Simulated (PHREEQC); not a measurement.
Consider water at 25 °C with 0.048 mol/kgw HF, 0.029 mol/kgw KF, 3.5e-05 mol/kgw (NH4)2SiF6 and 3.9e-05 mol/kgw H3PO4. Closed to the air; pH follows from the charge balance.

Computed with PHREEQC (ion-association model, wateq4f.dat).

Each row changes one thing in this solution. No solid was allowed to form.

```tsv
case	pH	ionic strength (mol/kgw)	HF (mol/kgw)	F- (mol/kgw)	HF2- (mol/kgw)	H2F2 (mol/kgw)	SI of Quartz (SiO2)
as made	2.96	0.0303	0.0362	0.0265	0.00371	0.00344	-9.17
diluted 2-fold with water	2.99	0.0157	0.0197	0.0145	0.00110	0.00102	-7.86
(NH4)2SiF6 from 3.5e-05 to 3.5e-06 mol/kgw	2.96	0.0302	0.0362	0.0265	0.00371	0.00344	-10.17
KF left out	2.28	0.00570	0.0353	0.00491	0.000665	0.00325	[?]
(NH4)2SiF6 from 3.5e-05 to 0.000175 mol/kgw	2.96	0.0308	0.0362	0.0265	0.00371	0.00344	-8.48
temperature from 25 to 30 °C	2.99	0.0303	0.0370	0.0262	0.00389	0.00299	-8.92
diluted 5-fold with water	3.05	0.00679	[?]	[?]	0.000204	0.000171	-5.99
HF left out	5.41	0.0291	0.000142	0.0290	1.59e-5	5.30e-8	-0.53
```

Question: What belongs in the gaps?

Answer: 
- KF left out, SI of Quartz (SiO2): -7.59
- diluted 5-fold with water, HF (mol/kgw): 0.00809
- diluted 5-fold with water, F- (mol/kgw): 0.00656

wateq4f.dat counts part of the HF as a dimer, H2F2, which phreeqc.dat doesn't know; its constant is uncertain. H3PO4, which wateq4f.dat lacks, is added to it with the constant of phreeqc.dat. SiF6-2 is the database's only silicon fluoride.
